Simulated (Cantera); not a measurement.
Feed: 1 mol SiCl4, 0.58 mol HCl, 16 mol H2, equilibrated at 725 K and 1.10 bar.

Equilibrium computed with Cantera from the NASA thermochemical tables; the gas is ideal and each condensed phase is pure. Candidate condensed phases: Si; 19 gas species. Kinetics and transport are ignored.

Base state: H2 0.910, SiCl4 0.0564, HCl 0.0335, SiHCl3 0.000473 (mole fractions); condensed: gas only.

Question: What changes in the equilibrium state with this change: temperature from 725 K to 1500 K?

Answer: 
```
species   before    after
-------  -------  -------
H2         0.910    0.837
HCl       0.0335    0.108
SiCl2      <1e-9   0.0291
SiCl4     0.0564  0.00882
SiCl3    6.16e-8  0.00900
SiH3Cl     <1e-9  3.37e-5
```
The tables' values for SiCl3 are old estimates; treat these amounts as uncertain.
